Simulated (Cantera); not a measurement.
Cantera run:

```python
import numpy as np
import cantera as ct

gas_names = """
    O2 CL2
""".split()
cond_names = """
    Li(L) LiCL(L) Li2O(s)
""".split()


# ... load() reads the species with a 1 bar reference pressure and builds the phases ...
species = {s.name: s for s in load("nasa_gas.yaml", gas_names) + load("nasa_condensed.yaml", cond_names)}
T = 975
g = {n: (s.thermo.h(T) - T * s.thermo.s(T)) / (ct.gas_constant * T * np.log(10)) for n, s in species.items()}
valid = cond_names  # the entries whose range holds T


def stable(la, lb):
    # potentials (over RT ln 10) of the two non-metals from log10 p(O2) and log10 p(CL2) in bar
    mu = {}
    mu["O"] = (g["O2"] + la) / 2
    mu["Cl"] = (g["CL2"] + lb) / 2
    cost = {}
    for n in valid:
        c = species[n].composition
        cost[n] = (g[n] - sum(c.get(e, 0) * m for e, m in mu.items())) / c["Li"]
    return min(cost, key=cost.get)


results = []
for lb in [0, -2, -4, -6, -8, -10, -12, -14, -16, -18, -20]:
    row = [stable(la, lb) for la in [-27, -24.8, -22.7, -20.5, -18.4, -16.2, -14.1, -11.9, -9.8, -7.6, -5.5, -3.3, -1.2, 1]]
    results.append(row)
    print(f"{lb:6.1f}  " + " ".join(f"{valid.index(n):x}" for n in row))
print("key: " + ", ".join(f"{i:x} {n}" for i, n in enumerate(valid)))
```

Result:

```
   0.0  1 1 1 1 1 1 1 1 1 1 1 1 1 1
  -2.0  1 1 1 1 1 1 1 1 1 1 1 1 1 1
  -4.0  1 1 1 1 1 1 1 1 1 1 1 1 1 1
  -6.0  1 1 1 1 1 1 1 1 1 1 1 1 1 1
  -8.0  1 1 1 1 1 1 1 1 1 1 1 1 1 1
 -10.0  1 1 1 1 1 1 1 1 1 1 1 1 1 2
 -12.0  1 1 1 1 1 1 1 1 1 1 1 2 2 2
 -14.0  1 1 1 1 1 1 1 1 1 1 2 2 2 2
 -16.0  1 1 1 1 1 1 1 1 2 2 2 2 2 2
 -18.0  1 1 1 1 1 1 2 2 2 2 2 2 2 2
 -20.0  1 1 1 1 2 2 2 2 2 2 2 2 2 2
key: 0 Li(L), 1 LiCL(L), 2 Li2O(s)
```

Standard-state values (1 bar) from the NASA 1993 polynomials, evaluated with Cantera. Not in the tables: the peroxide.
